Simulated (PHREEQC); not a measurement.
Model water analysis in mg/L, 20 °C, pH 6.49, pe 10.3:

```csv
constituent,mg/L
Na,0.00785
K,0.0127
Ca,0.0125
Mg,0.00261
Cl,0.00672
S(6) as SO4,0.00742
Alkalinity as HCO3,0.0714
Cd,0.000878
O(0) (dissolved oxygen),0.000281
Pb,0.00106
N(5) as NO3,0.00123
```

Valence states are taken as typed.

Equilibrium calculation in PHREEQC: ion-association model, phreeqc.dat.

| quantity | before | after |
|---|---|---|
| ionic strength (mol/kgw) | 2.36e-6 | 2.07e-6 |
| HCO3- (mol/kgw) | 1.47e-6 | 9.86e-7 |
| CO2 (mol/kgw) | 1.15e-6 | 7.67e-8 |
| Pb+2 (mol/kgw) | 4.81e-9 | 3.14e-9 |
| PbOH+ (mol/kgw) | 2.88e-10 | 1.88e-9 |
| CO3-2 (mol/kgw) | 1.93e-10 | 1.29e-9 |
| SI of Pb(OH)2 (Pb(OH)2) | -3.67 | -1.85 |
| SI of Cerussite (PbCO3) | -4.85 | -4.21 |

Question: Which change was made?
(A) S(6) from 0.00742 to 0.0223 mg/L
(B) Cl from 0.00672 to 0.0134 mg/L
(C) pH from 6.49 to 6.79 at the same alkalinity
(D) pH from 6.49 to 7.49 at the same alkalinity

Answer: D, pH from 6.49 to 7.49 at the same alkalinity

No solid was allowed to form.
